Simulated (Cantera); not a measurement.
Charge: 1 mol SiHCl₃, 0.22 mol HCl, 140 mol H₂, equilibrated at 0.0500 bar.

Points: T (K) = 1200, 1300, 1400, 1500, 1600, 1700, 1800, 1900, 2000, 2100, 2200, 2300, 2400, 2500.

Cantera's Mixture.equilibrate('TP', solver="vcs", rtol=1e-11, max_steps=5000) on the NASA tables stopped like this:

```
ERROR: FAILURE its = 5001!

*******************************************************************************
CanteraError thrown by MultiPhase::equilibrate:
VCS solver failed. Return code: -1
*******************************************************************************
```

**Question.** What got this run through?

**Answer.** Several could match; the one computed here: The failure is numerical, not chemical. The same input converged with solver="gibbs", rtol=1e-10, max_steps=50000, and the result passed a check of the equilibrium conditions:
```
log10 of partial pressures in bar; condensed amounts in mol
       T/K        H2         H       HCL        Si        CL     SiCL2    Si(cr)     Si(L)
      1200    -1.310    -7.360    -3.013   -11.858    -9.124    -4.342    0.8081         0
      1300    -1.310    -6.611    -2.998   -10.364    -8.373    -4.260    0.8265         0
      1400    -1.310    -5.968    -2.998    -9.085    -7.740    -4.216    0.8207         0
      1500    -1.310    -5.410    -3.001    -7.978    -7.194    -4.184    0.8107         0
      1600    -1.310    -4.920    -3.004    -7.011    -6.715    -4.159    0.7999         0
      1700    -1.311    -4.487    -3.006    -6.168    -6.291    -4.147         0      0.79
      1800    -1.311    -4.102    -2.999    -5.498    -5.906    -4.198         0    0.7997
      1900    -1.312    -3.757    -2.995    -4.899    -5.562    -4.247         0    0.7783
      2000    -1.314    -3.446    -2.994    -4.361    -5.254    -4.295         0    0.6767
      2100    -1.318    -3.165    -2.996    -3.875    -4.977    -4.344         0    0.3696
      2200    -1.324    -2.911    -2.992    -3.587    -4.717    -4.528         0         0
      2300    -1.332    -2.680    -2.986    -3.545    -4.477    -4.911         0         0
      2400    -1.345    -2.471    -2.994    -3.526    -4.267    -5.302         0         0
      2500    -1.363    -2.281    -3.012    -3.520    -4.081    -5.690         0         0
```

The gas is ideal and each condensed phase is pure. The tables' values for SiCl, SiCl3 are old estimates; treat these amounts as uncertain. Gases not in the tables: Si2H6 and higher silanes.
